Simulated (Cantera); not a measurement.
# Halide evaporation, hydrolysis and transport: CsCl + H2O + H2

Feed: 1 mol CsCl, 3 mol H2O, 33 mol H2.

Equilibrium computed with Cantera from the NASA thermochemical tables; the gas is ideal and each condensed phase is pure. Candidate condensed phases: Cs, CsCl, CsOH, H2O; 22 gas species. The numbers say what is thermodynamically allowed, not how fast it happens.

Stable condensed phases:

```
T in K \ P in Pa
           0.10   0.40    1.6    6.3     25    100    400   1600   6300  25000 100000
   1473       A      A      A      A      A      A      A      A      A      A      A
   1423       A      A      A      A      A      A      A      A      A      A      A
   1373       A      A      A      A      A      A      A      A      A      A      A
   1323       A      A      A      A      A      A      A      A      A      A      A
   1273       A      A      A      A      A      A      A      A      A      A      A
   1223       A      A      A      A      A      A      A      A      A      A      A
   1173       A      A      A      A      A      A      A      A      A      A      B
   1123       A      A      A      A      A      A      A      A      A      A      B
   1073       A      A      A      A      A      A      A      A      A      B      B
   1023       A      A      A      A      A      A      A      A      A      B      B
    973       A      A      A      A      A      A      A      A      B      B      B
    923       A      A      A      A      A      A      A      B      B      B      B
    873       A      A      A      A      A      A      B      B      B      B      B
```

A: gas only; B: CsCl.
